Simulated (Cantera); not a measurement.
A perfectly stirred reactor is fed with 10.4 % CH₄, 18.8 % O₂, 70.8 % N₂, at 0.230 bar; it is adiabatic with a 725 K inlet, and is followed from long to short residence time, starting on the burning branch (τ in s: 0.091, 0.033, 0.012, 0.0045, 0.0017, 0.00061, 0.00022, 8.2e-05, 3e-05).

Detailed kinetics in Cantera: GRI-Mech 3.0 (53 species, 325 reactions).

One state of this run: T (K) = 2234; x CH₄ = 2.29e-5; x O₂ = 0.0111; x C₂H₆ = 1.64e-11; x C₂H₂ = 6.86e-9; x CH₃ = 1.35e-5; x CH₂O = 3.27e-6. x: mole fraction; the columns are a selection and need not sum to one.

Q: Which value of τ (s) does it belong to?
A. 3.0e-5
B. 0.00061
C. 8.2e-5
D. 0.012

A: D, 0.012
